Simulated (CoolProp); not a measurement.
Vapour-liquid equilibrium of R22 (1) + R113 (2) at 283.8 K; x and y are mole fractions of (1).

Values from CoolProp's multi-fluid Helmholtz-energy mixture model, Kamei 1995 and Marx 1992; pair parameters Bell 2016.

Question: Give the bubble pressure and the first vapour's composition at x = 0.2, 0.5, 0.95. Is there an azeotrope?

Answer: x = 0.2: 1.814 bar, y = 0.883; x = 0.5: 3.922 bar, y = 0.960; x = 0.95: 6.583 bar, y = 0.996. No azeotrope shows between x = 0.05 and 0.95.

Pair parameters are fitted to limited data, so mixtures are less certain than the pure fluids.
